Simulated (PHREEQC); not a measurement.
## Copper plating or etch bath: an equilibrium model

Dissolve 170 mmol/kgw CuCl2 and 0.2 mmol/kgw HBF4 at 63 °C. Closed to the air; pH follows from the charge balance.

All values are PHREEQC results (ion-association model, wateq4f.dat), not measurements.

```
Property                  Result
-----------------  -------------
pH                          3.38
ionic strength     0.338 mol/kgw
activity of water          0.993
total alkalinity   -0.800 meq/kg
```

| species | molality | activity | log γ |
|---|---|---|---|
| Cl- | 0.251 | 0.164 | -0.185 |
| Cu+2 | 0.0865 | 0.0223 | -0.589 |
| CuCl+ | 0.0773 | 0.0512 | -0.179 |
| CuCl2 | 0.00599 | 0.00648 | 0.034 |
| H+ | 0.000551 | 0.000422 | -0.116 |
| F- | 0.000349 | 0.000225 | -0.190 |
| HF | 0.000275 | 0.000297 | 0.034 |
| H3BO3 | 0.000199 | 0.000216 | 0.034 |
| CuF+ | 0.000174 | 0.000124 | -0.146 |
| Cu2(OH)2+2 | 1.31e-5 | 3.41e-6 | -0.585 |
| CuCl3- | 1.03e-5 | 6.84e-6 | -0.179 |
| CuOH+ | 7.92e-7 | 5.24e-7 | -0.179 |
| HF2- | 4.55e-7 | 2.94e-7 | -0.190 |
| BF2(OH)2- | 4.44e-7 | 2.71e-7 | -0.215 |
| CuCl4-2 | 5.44e-8 | 1.23e-8 | -0.647 |

This is a speciation only: nothing precipitates in the calculation. The solution is supersaturated, for example in Atacamite, so a real one may precipitate; this is no full list. Away from 25 °C the constants follow the database's enthalpies or fits; those with neither stay at their 25 °C values. Real BF4- forms and hydrolyses slowly; the run takes it at equilibrium.
